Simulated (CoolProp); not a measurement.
Properties of R404A along the isotherm 500 K.

Model: reference Helmholtz-energy equation of state, Lemmon 2003, in CoolProp. It is a pseudo-pure fit of the blend.

| p (kPa) | phase | density (kg/m³) | Prandtl number |
|---|---|---|---|
| 59.1 | gas | 1.390 | 0.835 |
| 89.1 | gas | 2.096 | 0.835 |
| 134 | gas | 3.156 | 0.835 |
| 203 | gas | 4.790 | 0.834 |
| 306 | gas | 7.238 | 0.834 |
| 461 | gas | 10.95 | 0.833 |
| 696 | gas | 16.62 | 0.833 |
| 1050 | gas | 25.29 | 0.833 |
| 1580 | gas | 38.55 | 0.835 |
| 2390 | gas | 59.49 | 0.842 |
| 3610 | gas | 92.53 | 0.860 |
| 5440 | supercritical | 145.4 | 0.907 |
| 8210 | supercritical | 231.6 | 1.01 |
| 12400 | supercritical | 364.7 | 1.20 |
| 18700 | supercritical | 531.6 | 1.44 |

Viscosity comes from a separate model (Geller 2000). Thermal conductivity comes from a separate model (Geller 2001).
